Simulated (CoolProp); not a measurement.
Saturation properties of fluorine.

Values from CoolProp's reference Helmholtz-energy equation of state, de Reuck 1990.

```tsv
T (K)	p (MPa)	vapour density (kg/m³)	enthalpy of vaporisation (kJ/kg)
65.7	0.005323	0.3718	…
69.1	0.01020	…	187.7
72.5	0.01829	1.165	185.1
75.8	…	1.866	182.4
79.2	0.04917	2.898	179.6
82.6	0.07595	4.325	176.6
86	0.1130	6.238	173.5
89.4	0.1627	8.735	170.1
92.7	0.2254	11.82	…
```

Task: What belongs in the gaps?

Result: 
- 65.7, enthalpy of vaporisation (kJ/kg): 190.3
- 69.1, vapour density (kg/m³): 0.6794
- 75.8, p (MPa): 0.03049
- 92.7, enthalpy of vaporisation (kJ/kg): 166.7

It boils at 85.0 K under 1 atm.
